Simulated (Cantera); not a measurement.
Input: 1 mol HgO, 0.71 mol O2, 0.54 mol N2, at 10000 Pa.

Method: chemical equilibrium by Gibbs-energy minimisation in Cantera with the NASA 1993 tables (ideal gas, pure condensed phases). Candidate condensed phases: Hg, HgO; 10 gas species. Equilibrium is a limit: real reactors are often held back by kinetics, nucleation or transport.

x: gas mole fraction; n: condensed amount in mol.

| T (°C) | x O2 | x N2 | x Hg | x NO | x O | x NO2 | x N2O | n HgO(s) |
|---|---|---|---|---|---|---|---|---|
| 177 | 0.568 | 0.432 | 5.57e-6 | 5.61e-11 | <1e-12 | 8.06e-9 | <1e-12 | 1.000 |
| 327 | 0.524 | 0.351 | 0.126 | 2.17e-8 | <1e-12 | 6.19e-8 | <1e-12 | 0.807 |
| 477 | 0.440 | 0.196 | 0.364 | ___ | <1e-12 | ___ | ___ | 0 |
| 627 | 0.440 | 0.196 | 0.364 | 6.66e-6 | 1.13e-11 | 3.57e-7 | 9.72e-11 | 0 |
| 777 | 0.440 | 0.196 | 0.364 | 3.82e-5 | 1.40e-9 | 6.77e-7 | 4.72e-10 | 0 |
| 927 | 0.440 | 0.196 | 0.364 | ___ | ___ | ___ | ___ | 0 |
| 1077 | 0.440 | 0.196 | 0.364 | 0.000391 | 8.85e-7 | 1.60e-6 | 4.00e-9 | 0 |
| 1227 | 0.440 | 0.196 | 0.364 | 0.000883 | 8.50e-6 | 2.17e-6 | 8.55e-9 | 0 |

Q: Complete the blanks.

A: 
- 477, x NO: 5.79e-7
- 477, x NO2: 1.47e-7
- 477, x N2O: 1.08e-11
- 927, x NO: 0.000141
- 927, x O: 5.26e-8
- 927, x NO2: 1.10e-6
- 927, x N2O: 1.56e-9
